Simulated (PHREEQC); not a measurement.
Dissolve 0.57 mol/kgw CuCl2 and 0.016 mol/kgw HCl at 25 °C. Closed to the air; pH follows from the charge balance.

All values are PHREEQC results (ion-association model, wateq4f.dat), not measurements.

No solid was allowed to form.

Question: What pH, activity of water, ionic strength does the model give?

Answer: pH 1.93; activity of water 0.974; ionic strength 1.30 mol/kgw.

Question: In which forms is Cl present?

Answer: Cl- 81 %, CuCl+ 15 %, CuCl2 3.9 % of the Cl.

Ionic strength above about 0.7 mol/kgw puts this run outside the model's range.
